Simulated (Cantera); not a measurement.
A perfectly stirred reactor is fed with CH4 : N2 : H2O = 1 : 7 : 0.49 (molar parts), at 1.00 bar; it is held at 1500 K, and followed from long to short residence time.

Cantera simulation using GRI-Mech 3.0 (53 species, 325 reactions); the numbers are that mechanism's predictions, not measurements. GRI-Mech 3.0 stops at C3 and has no aromatics, soot or wall deposition, so with more carbon than oxygen in the feed, carbon stays in small species such as C2H2 where larger ones or solid carbon would form.

### Question
Predict: x(CH4) at τ = 2.50 s; x(C2H4) at τ = 2.50 s; x(H) at τ = 2.50 s; x(HCN) at τ = 2.50 s; x(CH2) at τ = 2.50 s; x(CH4) at τ = 0.120 s; x(C2H4) at τ = 0.120 s; x(H) at τ = 0.120 s; x(CH2) at τ = 0.120 s.

### Answer
```
Quantity                  Value
----------------------  -------
x(CH4) at τ = 2.50 s     0.0465
x(C2H4) at τ = 2.50 s   0.00102
x(H) at τ = 2.50 s      4.08e-6
x(HCN) at τ = 2.50 s    9.85e-9
x(CH2) at τ = 2.50 s    1.81e-9
x(CH4) at τ = 0.120 s     0.101
x(C2H4) at τ = 0.120 s  0.00119
x(H) at τ = 0.120 s     1.08e-6
x(CH2) at τ = 0.120 s   3.99e-9
```
